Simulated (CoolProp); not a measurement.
Model: reference Helmholtz-energy equation of state, Guder 2009, in CoolProp.

**Question.** Give the vapour pressure (bar), surface tension (mN/m), liquid viscosity (µPa s), vapour viscosity (µPa s) of saturated sulfur hexafluoride at -17.15, 9.75, 27.55 °C.

**Answer.** 
| T (°C) | p (bar) | surface tension (mN/m) | liquid viscosity (µPa s) | vapour viscosity (µPa s) |
|---|---|---|---|---|
| -17.15 | 7.55 | 6.79 | 247 | 13.8 |
| 9.75 | 16.2 | 3.32 | 156 | 15.8 |
| 27.55 | 25.1 | 1.37 | 110 | 18.3 |

Viscosity comes from a separate model (Quiñones-Cisneros 2012). Surface tension comes from a separate correlation (Mulero 2012).
